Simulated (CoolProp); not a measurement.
Dodecamethylcyclohexasiloxane (D6) along the isotherm 346.85 °C: fugacity coefficient from the reference equation and from simpler models built on Tc = 372.6 °C, pc = 0.9614 MPa, ω = 0.736; each cubic takes its own stable root.

Model: reference Helmholtz-energy equation of state, Colonna 2008, in CoolProp. It is a short technical equation, of lower accuracy than the large ones.

| p (MPa) | phase | reference | van der Waals | Peng-Robinson |
|---|---|---|---|---|
| 0.32 | gas | 0.8471 | 0.8916 | 0.8571 |
| 0.961 | liquid | 0.4993 | 0.6323 | 0.5149 |
| 1.28 | liquid | 0.3949 | 0.5141 | 0.4072 |
| 1.6 | liquid | 0.3325 | 0.4434 | 0.3424 |
| 1.92 | liquid | 0.2912 | 0.3971 | 0.2995 |
| 2.24 | liquid | 0.2621 | 0.3650 | 0.2691 |
| 2.56 | liquid | 0.2407 | 0.3419 | 0.2465 |
| 2.88 | liquid | 0.2243 | 0.3249 | 0.2292 |
| 3.2 | liquid | 0.2116 | 0.3122 | 0.2157 |
| 3.53 | liquid | 0.2012 | 0.3025 | 0.2045 |
| 3.85 | liquid | 0.1931 | 0.2956 | 0.1958 |
| 4.17 | liquid | 0.1866 | 0.2907 | 0.1886 |
| 4.49 | liquid | 0.1812 | 0.2873 | 0.1827 |
| 4.81 | liquid | 0.1769 | 0.2852 | 0.1778 |
